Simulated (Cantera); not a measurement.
An isothermal, constant-pressure homogeneous reactor starts with NH3 : H2 = 1 : 1 (molar parts), at 2275 K and 30000 Pa.

Cantera simulation using the gas-phase N/H chemistry of the illustrative SiF4/NH3 mechanism in the Surface Chemkin manual (1991); the numbers are that mechanism's predictions, not measurements. Walls and surfaces, which speed up NH3 decomposition in real reactors, are not modelled.

x: mole fraction; the columns are a selection and need not sum to one.

```json
[
 {"t (s)": "4.00e-5", "x NH3": "0.498", "x H2": "0.500", "x N2H4": "3.12e-8", "x N2": "2.52e-5", "x N": "7.14e-7"},
 {"t (s)": "9.47e-5", "x NH3": "0.495", "x H2": "0.501", "x N2H4": "9.75e-8", "x N2": "0.000530", "x N": "3.70e-6"},
 {"t (s)": "0.000224", "x NH3": "0.487", "x H2": "0.506", "x N2H4": "1.20e-7", "x N2": "0.00314", "x N": "5.13e-6"},
 {"t (s)": "0.000532", "x NH3": "0.468", "x H2": "0.519", "x N2H4": "1.14e-7", "x N2": "0.00955", "x N": "5.20e-6"},
 {"t (s)": "0.00126", "x NH3": "0.426", "x H2": "0.547", "x N2H4": "9.99e-8", "x N2": "0.0235", "x N": "5.32e-6"},
 {"t (s)": "0.00298", "x NH3": "0.345", "x H2": "0.601", "x N2H4": "7.47e-8", "x N2": "0.0506", "x N": "5.54e-6"},
 {"t (s)": "0.00706", "x NH3": "0.218", "x H2": "0.686", "x N2H4": "3.99e-8", "x N2": "0.0934", "x N": "5.87e-6"},
 {"t (s)": "0.0167", "x NH3": "0.0812", "x H2": "0.777", "x N2H4": "1.07e-8", "x N2": "0.139", "x N": "6.30e-6"},
 {"t (s)": "0.0396", "x NH3": "[?]", "x H2": "0.823", "x N2H4": "4.52e-10", "x N2": "0.164", "x N": "[?]"},
 {"t (s)": "0.0939", "x NH3": "7.08e-5", "x H2": "0.820", "x N2H4": "<1e-12", "x N2": "0.165", "x N": "1.24e-6"},
 {"t (s)": "0.222", "x NH3": "1.45e-5", "x H2": "0.820", "x N2H4": "<1e-12", "x N2": "0.165", "x N": "2.60e-7"},
 {"t (s)": "0.527", "x NH3": "[?]", "x H2": "0.820", "x N2H4": "<1e-12", "x N2": "0.165", "x N": "[?]"},
 {"t (s)": "1.25", "x NH3": "2.21e-6", "x H2": "0.820", "x N2H4": "<1e-12", "x N2": "0.165", "x N": "3.97e-8"},
 {"t (s)": "2.96", "x NH3": "1.35e-6", "x H2": "0.820", "x N2H4": "<1e-12", "x N2": "0.165", "x N": "2.41e-8"},
 {"t (s)": "7.00", "x NH3": "1.22e-6", "x H2": "0.820", "x N2H4": "<1e-12", "x N2": "0.165", "x N": "2.19e-8"}
]
```

Q: Fill in the missing entries.

A: 
- 0.0396, x NH3: 0.00708
- 0.0396, x N: 7.65e-6
- 0.527, x NH3: 5.11e-6
- 0.527, x N: 9.16e-8
